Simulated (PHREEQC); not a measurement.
**Polishing slurry liquid: an equilibrium model**

Consider water at 25 °C with 0.061 mol/kgw HNO3, 9.2e-07 mol/kgw H4SiO4 and 0.012 mol/kgw KH2PO4. Closed to the air; pH follows from the charge balance.

Equilibrium calculation in PHREEQC: ion-association model, phreeqc.dat.

This is a speciation only: nothing precipitates in the calculation.

**Question.** Estimate the pH, density, specific conductance.

**Answer.** pH 1.37; density 1.000 g/cm³; specific conductance 19900 µS/cm.

**Question.** In which forms is P present?

**Answer.** H3PO4 84 %, H2PO4- 16 % of the P.

Species that the database lacks are ignored.
